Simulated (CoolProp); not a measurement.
A closed Brayton cycle with carbon dioxide: compressor inlet 307.15 K and 7.5 MPa, high pressure 21.2 MPa, turbine inlet 790 K, compressor efficiency 0.85, turbine efficiency 0.93, recuperator effectiveness 0.9 (on enthalpy, no pinch check). Each further row changes one setting.

The numbers come from the reference Helmholtz-energy equation of state, Span 1996 in CoolProp.

```tsv
case	thermal efficiency (%)	net work (kJ/kg)	compressor to turbine work	compressor exit (K)	turbine exit (K)
as stated	35.1	93.1	0.30	378.0	666.1
turbine inlet 740 K	33.3	83.4	0.32	378.0	620.8
compressor inlet 317.15 K	33.8	81.6	0.39	403.3	666.1
high pressure 18 MPa	33.6	81.5	0.28	366.6	685.1
recuperator effectiveness 0.5	23.4	93.1	0.30	378.0	666.1
```
